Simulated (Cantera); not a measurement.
# Transport properties of process gases

Gas mixture: C₂H₆ = 0.15 (molar parts), at 4.80 Torr, frozen composition.

Cantera's kinetic-theory transport with the Lennard-Jones parameters of GRI-Mech 3.0, ideal gas; thermal conductivity in the multicomponent form. The composition is frozen, though it would react at the higher temperatures.

```
T (K)  ρ (kg/m³)  cp (J/kg/K)  μ (µPa s)  λ (mW/m/K)     Pr  D (cm²/s) NO  D (cm²/s) CO₂  D (cm²/s) H₂
-----  ---------  -----------  ---------  ----------  -----  ------------  -------------  ------------
400      0.00579         2167       12.3        35.5  0.752          38.9           29.4           149
650      0.00356         3147       18.6        77.7  0.753          91.4           71.9           341
900      0.00257         3837       23.8         122  0.752           159            128           589
1150     0.00201         4365       28.4         165  0.750           241            195           886
1400     0.00165         4736       32.6         206  0.748           335            273          1230
1650     0.00140         5004       36.4         244  0.747           441            360          1610
1900     0.00122         5196       40.0         279  0.745           557            456          2040
```
D: mixture-averaged diffusion coefficient of that species in the mixture.
